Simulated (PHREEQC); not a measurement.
# Nickel, zinc or cadmium bath: an equilibrium model

A solution holds 0.00154 mol ZnCl2 and 2.6e-05 mol H2SO4 per kg of water, at 85 °C. Closed to the air; pH follows from the charge balance.

Computed with PHREEQC (ion-association model, phreeqc.dat).

No solid was allowed to form.

Question: What pH, specific conductance does the model give?

Answer: pH 4.31; specific conductance 1010 µS/cm.

Question: In which forms is S present?

Answer: SO4-2 78 %, ZnSO4 21 %, HSO4- 1.4 % of the S.

Away from 25 °C the constants follow the database's enthalpies or fits; those with neither stay at their 25 °C values.
